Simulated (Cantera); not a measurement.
A perfectly stirred reactor is fed with CH4 : CO2 = 1 : 0.49 (molar parts), at 5.00 bar; it is held at 1998 K, and followed from long to short residence time.

Cantera simulation using GRI-Mech 3.0 (53 species, 325 reactions); the numbers are that mechanism's predictions, not measurements. GRI-Mech 3.0 stops at C3 and has no aromatics, soot or wall deposition, so with more carbon than oxygen in the feed, carbon stays in small species such as C2H2 where larger ones or solid carbon would form.

Q: What does this change do: temperature 1998 to 2175 K?

A: 
```json
[
 {"quantity": "x(CH4) at τ = 2.00 s", "before": "0.00998", "after": "0.00388"},
 {"quantity": "x(CO2) at τ = 2.00 s", "before": "0.000165", "after": "2.63e-5"},
 {"quantity": "x(CH3) at τ = 2.00 s", "before": "0.000187", "after": "0.000214"},
 {"quantity": "x(H) at τ = 2.00 s", "before": "0.000547", "after": "0.00168"},
 {"quantity": "x(O) at τ = 2.00 s", "before": "3.69e-11", "after": "8.39e-11"},
 {"quantity": "x(CH4) at τ = 15.0 ms", "before": "0.0312", "after": "0.0122"},
 {"quantity": "x(CO2) at τ = 15.0 ms", "before": "0.0107", "after": "0.00269"},
 {"quantity": "x(CH3) at τ = 15.0 ms", "before": "0.000616", "after": "0.000681"},
 {"quantity": "x(H) at τ = 15.0 ms", "before": "0.000503", "after": "0.00163"},
 {"quantity": "x(O) at τ = 15.0 ms", "before": "1.79e-9", "after": "7.54e-9"}
]
```

Q: What does this change do: pressure from 5.00 bar to 82.5 Torr?

A: 
```json
[
 {"quantity": "x(CH4) at τ = 2.00 s", "before": "0.00998", "after": "0.00367"},
 {"quantity": "x(CO2) at τ = 2.00 s", "before": "0.000165", "after": "0.000826"},
 {"quantity": "x(CH3) at τ = 2.00 s", "before": "0.000187", "after": "0.000433"},
 {"quantity": "x(H) at τ = 2.00 s", "before": "0.000547", "after": "0.00344"},
 {"quantity": "x(O) at τ = 2.00 s", "before": "3.69e-11", "after": "6.63e-9"},
 {"quantity": "x(CH4) at τ = 15.0 ms", "before": "0.0312", "after": "0.0531"},
 {"quantity": "x(CO2) at τ = 15.0 ms", "before": "0.0107", "after": "0.0445"},
 {"quantity": "x(CH3) at τ = 15.0 ms", "before": "0.000616", "after": "0.00439"},
 {"quantity": "x(H) at τ = 15.0 ms", "before": "0.000503", "after": "0.00188"},
 {"quantity": "x(O) at τ = 15.0 ms", "before": "1.79e-9", "after": "4.87e-8"}
]
```
